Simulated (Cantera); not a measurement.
A perfectly stirred reactor is fed with 0.683 % CH₃OH, 4.46 % O₂, 94.9 % N₂, equivalence ratio 0.23, at 1.70 bar; it is held at 1573 K, and followed from long to short residence time.

Computed with Cantera and GRI-Mech 3.0 (53 species, 325 reactions). GRI-Mech 3.0 was tuned for natural gas; its chemistry of methanol as a main component is partial and can be far from experiment.

Problem. Predict: x(CH₃OH) at τ = 2.10 s; x(O₂) at τ = 2.10 s; x(CO) at τ = 2.10 s; x(CH₃OH) at τ = 33.0 ms; x(O₂) at τ = 33.0 ms; x(CO) at τ = 33.0 ms.

Solution. x(CH₃OH) at τ = 2.10 s: 2.37e-7
x(O₂) at τ = 2.10 s: 0.0342
x(CO) at τ = 2.10 s: 1.19e-5
x(CH₃OH) at τ = 33.0 ms: 3.51e-6
x(O₂) at τ = 33.0 ms: 0.0342
x(CO) at τ = 33.0 ms: 0.000209
